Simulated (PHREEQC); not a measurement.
Solution (25 °C): 0.073 mol K2CO3 and 0.0012 mol KNO3 per kg of water. Closed to the air; pH follows from the charge balance.

The numbers come from PHREEQC with the ion-association model, phreeqc.dat.

Each row changes one thing in this solution. No solid was allowed to form.

| case | pH | ionic strength (mol/kgw) |
|---|---|---|
| as made | 11.31 | 0.217 |
| temperature from 25 to 50 °C | 10.85 | … |
| diluted 5-fold with water | … | 0.0426 |
| K2CO3 from 0.073 to 0.0803 mol/kgw | 11.33 | 0.239 |
| 0.0023 mol/kgw HF added | … | 0.216 |
| K2CO3 left out | 7.00 | 0.00120 |
| KNO3 from 0.0012 to 0.006 mol/kgw | 11.31 | 0.222 |
| temperature from 25 to 35 °C | … | 0.216 |

What belongs in the gaps?


- temperature from 25 to 50 °C, ionic strength (mol/kgw): 0.215
- diluted 5-fold with water, pH: 11.06
- 0.0023 mol/kgw HF added, pH: 11.14
- temperature from 25 to 35 °C, pH: 11.11

Complexes and solids missing from the database can't appear. At this temperature some constants are extrapolated from 25 °C, and those without enthalpy data are left unchanged.
